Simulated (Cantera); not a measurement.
Equilibrium for iron carbonyl, mercury and lead vapours: PbO + H2

A closed system holds: 1 mol PbO, 1.4 mol H2.

These are equilibrium values from Cantera (NASA tables, ideal gas, pure condensed phases), not measurements of a reactor. Candidate condensed phases: H2O, Pb, PbO, PbO2, Pb3O4; 12 gas species. Equilibrium is a limit: real reactors are often held back by kinetics, nucleation or transport.

Task: Map the stable condensed phases over T = 600, 675, 750, 825, 900, 975, 1050, 1125, 1200, 1275, 1350, 1425, 1500 K and P in Pa = 10, 52, 270, 1400, 7200, 37000, 190000, 1000000.

Result: 
```
T in K \ P in Pa
              10      52     270    1400    7200   37000  190000 1000000
   1500        A       A       A       A       B       B       B       B
   1425        A       A       A       A       B       B       B       B
   1350        A       A       A       B       B       B       B       B
   1275        A       A       A       B       B       B       B       B
   1200        A       A       B       B       B       B       B       B
   1125        A       B       B       B       B       B       B       B
   1050        A       B       B       B       B       B       B       B
    975        B       B       B       B       B       B       B       B
    900        B       B       B       B       B       B       B       B
    825        B       B       B       B       B       B       B       B
    750        B       B       B       B       B       B       B       B
    675        B       B       B       B       B       B       B       B
    600        B       B       B       B       B       B       B       B
```
A: gas only; B: Pb.
